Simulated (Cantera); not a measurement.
Source: NASA polynomial tables (part measured, part estimated), evaluated in Cantera. Values are per mole of reaction as written; species without (g) are pure solids or liquids, kept so even where they would boil at 1 bar.

3 Pb(g) + 2 CF3(g) ⇌ 2 C + 3 PbF2, with ΔH° = -1675.8 kJ and ΔS° = -705.5 J/K at 300 K.

### Question
How far is the shortcut ΔG° ≈ ΔH°(300 K) − T·ΔS°(300 K) from the full temperature-dependent value at 548, 648, 748, 848, 948, 1048, 1148, 1248, 1348, 1448 K?

### Answer
| T (K) | shortcut (kJ) | full (kJ) | difference (kJ) | difference in log10 K | condensed phases |
|---|---|---|---|---|---|
| 548 | -1289.2 | -1295.2 | 6.0 | -0.58 | C(graphite), PbF2(s) |
| 648 | -1218.6 | -1230.7 | 12.0 | -0.97 | C(graphite), PbF2(s) |
| 748 | -1148.1 | -1169.5 | 21.4 | -1.50 | C(graphite), PbF2(s) |
| 848 | -1077.5 | -1111.2 | 33.6 | -2.07 | C(graphite), PbF2(s) |
| 948 | -1007.0 | -1054.5 | 47.5 | -2.61 | C(graphite), PbF2(s) |
| 1048 | -936.4 | -998.7 | 62.3 | -3.10 | C(graphite), PbF2(s) |
| 1148 | -865.9 | -945.6 | 79.7 | -3.63 | C(graphite), PbF2(l) |
| 1248 | -795.3 | -896.0 | 100.6 | -4.21 | C(graphite), PbF2(l) |
| 1348 | -724.8 | -847.6 | 122.8 | -4.76 | C(graphite), PbF2(l) |
| 1448 | -654.3 | -800.3 | 146.0 | -5.27 | C(graphite), PbF2(l) |
The shortcut ignores heat capacities and the phase changes listed.
